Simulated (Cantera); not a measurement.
Input: 1 mol Al(CH₃)₃, 0.8 mol N₂O, 35 mol N₂, at 1925 °C and 0.165 Torr.

Equilibrium computed with Cantera from the NASA thermochemical tables; the gas is ideal and each condensed phase is pure. Candidate condensed phases: Al, AlN, Al₂O₃, C, C₆H₆, C₇H₈, C₈H₁₈, H₂O; 148 gas species. The feed counts by its element totals alone. Equilibrium is a limit: real reactors are often held back by kinetics, nucleation or transport.

Base state: N₂ 0.809, H 0.0878, H₂ 0.0547, Al 0.0227, CO 0.0182, HCN 0.00630, HNC 0.000496, CN 0.000359 (mole fractions); condensed: C(graphite).

What changes in the equilibrium state with this change: temperature from 1925 °C to 675 °C?


```
species             before    after
----------------  --------  -------
N₂                   0.809    0.888
H₂                  0.0547    0.112
CO                  0.0182  7.78e-5
H                   0.0878  1.19e-8
Al                  0.0227    <1e-9
HNC               0.000496    <1e-9
CN                0.000359    <1e-9
C₂H₂ (acetylene)  0.000139    <1e-9
C(graphite), mol      1.87     3.00
AlN(s), mol              0    0.469
Al₂O₃(s), mol            0    0.266
```
